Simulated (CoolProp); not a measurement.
Vapour pressure (MPa) of cis-2-butene: the reference equation beside estimates from Tc = 435.8 K, pc = 4.236 MPa, ω = 0.202.

The numbers come from the reference Helmholtz-energy equation of state, Lemmon 2005 in CoolProp. It is a short technical equation, of lower accuracy than the large ones.

```tsv
T (K)	reference	Lee-Kesler	van der Waals	Soave-Redlich-Kwong	Peng-Robinson
246	0.02621	0.02570	0.2565	0.02600	0.02693
251.9	0.03497	0.03437	0.2958	0.03470	0.03574
257.8	0.04595	0.04528	0.3391	0.04562	0.04674
263.8	0.05978	0.05906	0.3874	0.05940	0.06055
269.7	0.07641	0.07568	0.4392	0.07600	0.07714
275.6	0.09649	0.09580	0.4956	0.09607	0.09714
281.5	0.1205	0.1199	0.5566	0.1201	0.1210
287.4	0.1489	0.1485	0.6224	0.1486	0.1492
293.3	0.1822	0.1821	0.6931	0.1821	0.1824
299.2	0.2210	0.2212	0.7690	0.2211	0.2209
305.2	0.2666	0.2673	0.8516	0.2671	0.2663
311.1	0.3181	0.3193	0.9383	0.3192	0.3176
317	0.3767	0.3786	1.031	0.3786	0.3761
322.9	0.4432	0.4457	1.128	0.4460	0.4424
```

Absolute difference from the reference over all 14 rows, mean and median: Lee-Kesler 0.8 and 0.5 %, van der Waals 403.6 and 340.0 %, Soave-Redlich-Kwong 0.4 and 0.5 %, Peng-Robinson 0.8 and 0.3 %.
